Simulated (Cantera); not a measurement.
A closed system holds: 1 mol CO, 0.35 mol H2, held at 2225 °C and 0.0100 bar.

Cantera equilibrium calculation (NASA polynomials, part measured and part estimated; ideal gas, pure solids and liquids). Candidate condensed phases: C, C6H6, C7H8, C8H18, H2O; 110 gas species. Equilibrium is a limit: real reactors are often held back by kinetics, nucleation or transport.

Base state: CO 0.700, H2 0.191, H 0.109 (mole fractions); condensed: gas only.

Q: What changes in the equilibrium state with this change: CO replaced by C6H6?

A: 
```tsv
species	before	after
H2	0.191	0.772
H	0.109	0.219
C2H2 (acetylene)	1.03e-6	0.00829
CO	0.700	0
C3	<1e-9	4.82e-5
C4H2	<1e-9	3.67e-5
C(graphite), mol	0	5.94
```
